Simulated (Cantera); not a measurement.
Input: 1 mol CS2, 0.005 mol SO2, at 3202 °C and 10.0 mbar.

Method: chemical equilibrium by Gibbs-energy minimisation in Cantera with the NASA 1993 tables (ideal gas, pure condensed phases). Candidate condensed phases: C, S; 22 gas species. Rates play no part.

Base state: S 0.504, CS 0.476, C 0.0102, CO 0.00493, S2 0.00360, C2 0.000445, CS2 0.000442, C3 0.000163 (mole fractions); condensed: gas only.

What changes in the equilibrium state with this change: 0.0083 mol CH4 added?


```json
[
 {"species": "S", "before": "0.504", "after": "0.492"},
 {"species": "CS", "before": "0.476", "after": "0.472"},
 {"species": "H", "before": "0", "after": "0.0160"},
 {"species": "C", "before": "0.0102", "after": "0.0103"},
 {"species": "SH", "before": "0", "after": "7.76e-5"},
 {"species": "S2", "before": "0.00360", "after": "0.00343"},
 {"species": "C3", "before": "0.000163", "after": "0.000170"},
 {"species": "CS2", "before": "0.000442", "after": "0.000428"},
 {"species": "C2", "before": "0.000445", "after": "0.000458"}
]
```
Further candidate phases: C6H6, C7H8, C8H18, H2O, H2SO4.
